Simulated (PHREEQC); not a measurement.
A solution holds 0.046 mol/kgw NH4Br, at 44 °C. Closed to the air; pH follows from the charge balance.

The numbers come from PHREEQC with the ion-association model, phreeqc.dat.

```
quantity                  before   after
------------------------  ------  ------
pH                          5.10    6.70
ionic strength (mol/kgw)  0.0460  0.0460
```

**Question.** Name the change that produced these shifts.
A. NH4Br replaced by NaBr at the same molality
B. NH4Br from 0.046 to 0.0046 mol/kgw
C. 0.0075 mol/kgw NaCl added
D. 0.052 mol/kgw NaOH added
E. diluted 100-fold with water

**Answer.** A, NH4Br replaced by NaBr at the same molality

This is a speciation only: nothing precipitates in the calculation. At this temperature some constants are extrapolated from 25 °C, and those without enthalpy data are left unchanged.
